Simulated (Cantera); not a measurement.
Charge: 1 mol Cu2O, 3.9 mol CO, held at 13.3 mbar.

Cantera equilibrium calculation (NASA polynomials, part measured and part estimated; ideal gas, pure solids and liquids). Candidate condensed phases: C, Cu, CuO, Cu2O; 15 gas species. Equilibrium is a limit: real reactors are often held back by kinetics, nucleation or transport.

x: gas mole fraction; n: condensed amount in mol.

```
T (°C)   x CO  x CO2  x Cu     x Cu2  n Cu(s)  n Cu(l)
------  -----  -----  ----  --------  -------  -------
602     0.744  0.256   ___    <1e-12     2.00        0
702     0.744  0.256   ___    <1e-12     2.00        0
802     0.744  0.256   ___    <1e-12     2.00        0
902     0.744  0.256   ___  9.59e-12     2.00        0
1002    0.744  0.256   ___  4.16e-10     2.00        0
1102    0.744  0.256   ___   9.95e-9        0     2.00
1202    0.743  0.256   ___   1.34e-7        0     2.00
1302    0.742  0.256   ___   1.27e-6        0     1.99
```

Task: What belongs in the gaps?

Result: 
- 602, x Cu: 3.77e-12
- 702, x Cu: 4.18e-10
- 802, x Cu: 1.92e-8
- 902, x Cu: 4.54e-7
- 1002, x Cu: 6.49e-6
- 1102, x Cu: 6.17e-5
- 1202, x Cu: 0.000402
- 1302, x Cu: 0.00205
